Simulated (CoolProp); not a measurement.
Vapour-liquid equilibrium of R125 (1) + ethanol (2) at 0.0732 MPa; x and y are mole fractions of (1).

The numbers come from the multi-fluid Helmholtz-energy mixture model, Lemmon 2005 and Schroeder 2014; pair parameters Bell 2016 in CoolProp.

```json
[
 {"x": "0.05", "bubble temperature, mixture model (°C)": "-9.0", "bubble temperature, Raoult's law (°C)": "23.6", "y, mixture model": "0.989", "y, Raoult's law": "0.906"},
 {"x": "0.15", "bubble temperature, mixture model (°C)": "-33.9", "bubble temperature, Raoult's law (°C)": "-9.9", "y, mixture model": "0.999", "y, Raoult's law": "0.991"},
 {"x": "0.25", "bubble temperature, mixture model (°C)": "-41.7", "bubble temperature, Raoult's law (°C)": "-23.8", "y, mixture model": "0.999", "y, Raoult's law": "0.997"},
 {"x": "0.35", "bubble temperature, mixture model (°C)": "-45.5", "bubble temperature, Raoult's law (°C)": "-32.1", "y, mixture model": "1.000", "y, Raoult's law": "0.999"},
 {"x": "0.45", "bubble temperature, mixture model (°C)": "-47.7", "bubble temperature, Raoult's law (°C)": "-37.9", "y, mixture model": "1.000", "y, Raoult's law": "0.999"},
 {"x": "0.55", "bubble temperature, mixture model (°C)": "-49.1", "bubble temperature, Raoult's law (°C)": "-42.4", "y, mixture model": "1.000", "y, Raoult's law": "1.000"},
 {"x": "0.65", "bubble temperature, mixture model (°C)": "-50.2", "bubble temperature, Raoult's law (°C)": "-45.9", "y, mixture model": "1.000", "y, Raoult's law": "1.000"},
 {"x": "0.75", "bubble temperature, mixture model (°C)": "-51.1", "bubble temperature, Raoult's law (°C)": "-48.9", "y, mixture model": "1.000", "y, Raoult's law": "1.000"},
 {"x": "0.85", "bubble temperature, mixture model (°C)": "-52.2", "bubble temperature, Raoult's law (°C)": "-51.3", "y, mixture model": "1.000", "y, Raoult's law": "1.000"},
 {"x": "0.95", "bubble temperature, mixture model (°C)": "-53.6", "bubble temperature, Raoult's law (°C)": "-53.5", "y, mixture model": "1.000", "y, Raoult's law": "1.000"}
]
```

The largest gap from Raoult's law is -32.6 K in bubble temperature, at x = 0.05. No azeotrope shows between x = 0.05 and 0.95.

Pair parameters are fitted to limited data, so mixtures are less certain than the pure fluids. With so large a gap from Raoult's law the liquid may split in two, which this calculation doesn't test in full.
